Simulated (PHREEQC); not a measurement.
0.55 g of hydrous ferric oxide (600 m²/g; 0.2 weak and 0.005 strong sites per Fe, Dzombak-Morel constants, diffuse double layer) in 1 kg of water with 0.05 mol/kgw of an inert sodium salt and 2.2e-06 mol/kgw NaH2PO4 and 2.9e-05 mol/kgw CuCl2, at 25 °C; the pH is set by adding NaOH or the inert anion's acid. Oxygen alone is held at its pressure in air (log pO2 = -0.68). No CO2 enters from the air. No solid was allowed to form.

Base run: PHREEQC, ion-association model, wateq4f.dat. Each further column changes one thing. The table gives P sorbed (%).

```json
[
 {"pH": "4", "base": "100.0", "no electrostatic term (-no_edl)": "96.6", "background salt from 0.05 to 0.005 mol/kgw": "100.0", "oxide from 0.55 to 2.8 g/kgw": "100.0", "0.0019 mol/kgw NaF added": "99.9"},
 {"pH": "4.75", "base": "100.0", "no electrostatic term (-no_edl)": "96.8", "background salt from 0.05 to 0.005 mol/kgw": "100.0", "oxide from 0.55 to 2.8 g/kgw": "100.0", "0.0019 mol/kgw NaF added": "100.0"},
 {"pH": "5.12", "base": "100.0", "no electrostatic term (-no_edl)": "97.0", "background salt from 0.05 to 0.005 mol/kgw": "100.0", "oxide from 0.55 to 2.8 g/kgw": "100.0", "0.0019 mol/kgw NaF added": "100.0"},
 {"pH": "5.88", "base": "100.0", "no electrostatic term (-no_edl)": "98.0", "background salt from 0.05 to 0.005 mol/kgw": "100.0", "oxide from 0.55 to 2.8 g/kgw": "100.0", "0.0019 mol/kgw NaF added": "100.0"},
 {"pH": "6.25", "base": "100.0", "no electrostatic term (-no_edl)": "98.6", "background salt from 0.05 to 0.005 mol/kgw": "100.0", "oxide from 0.55 to 2.8 g/kgw": "100.0", "0.0019 mol/kgw NaF added": "100.0"},
 {"pH": "7", "base": "100.0", "no electrostatic term (-no_edl)": "99.3", "background salt from 0.05 to 0.005 mol/kgw": "100.0", "oxide from 0.55 to 2.8 g/kgw": "100.0", "0.0019 mol/kgw NaF added": "99.9"},
 {"pH": "7.75", "base": "99.8", "no electrostatic term (-no_edl)": "99.3", "background salt from 0.05 to 0.005 mol/kgw": "99.9", "oxide from 0.55 to 2.8 g/kgw": "100.0", "0.0019 mol/kgw NaF added": "99.7"},
 {"pH": "8.12", "base": "99.3", "no electrostatic term (-no_edl)": "99.2", "background salt from 0.05 to 0.005 mol/kgw": "99.6", "oxide from 0.55 to 2.8 g/kgw": "99.8", "0.0019 mol/kgw NaF added": "99.0"},
 {"pH": "8.88", "base": "87.2", "no electrostatic term (-no_edl)": "98.6", "background salt from 0.05 to 0.005 mol/kgw": "89.6", "oxide from 0.55 to 2.8 g/kgw": "96.9", "0.0019 mol/kgw NaF added": "86.4"},
 {"pH": "9.25", "base": "61.9", "no electrostatic term (-no_edl)": "97.7", "background salt from 0.05 to 0.005 mol/kgw": "63.8", "oxide from 0.55 to 2.8 g/kgw": "88.2", "0.0019 mol/kgw NaF added": "61.2"},
 {"pH": "10", "base": "9.4", "no electrostatic term (-no_edl)": "90.9", "background salt from 0.05 to 0.005 mol/kgw": "7.3", "oxide from 0.55 to 2.8 g/kgw": "32.5", "0.0019 mol/kgw NaF added": "9.4"}
]
```

H3PO4, which wateq4f.dat lacks, is added to it with the constant of phreeqc.dat. The database has no phosphate complexes of Cu. The database's constant for dissolved Cu(OH)2 is higher than later reviews accept.
